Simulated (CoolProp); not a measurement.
Octamethyltrisiloxane (MDM) at 298.15 K and 8.91 MPa is throttled through a valve to 6.04 MPa with no heat exchange. Each further row changes one setting.

Values from CoolProp's reference Helmholtz-energy equation of state, Thol 2017.

```tsv
case	temperature change (K)	final density (kg/m³)
as stated	(withheld)	(withheld)
outlet pressure 1.81 MPa	(withheld)	815
outlet pressure 7.85 MPa	+0.5	(withheld)
```

Q: What belongs in the gaps?

A: 
- as stated, temperature change (K): +1.3
- as stated, final density (kg/m³): 822
- outlet pressure 1.81 MPa, temperature change (K): +3.2
- outlet pressure 7.85 MPa, final density (kg/m³): 825
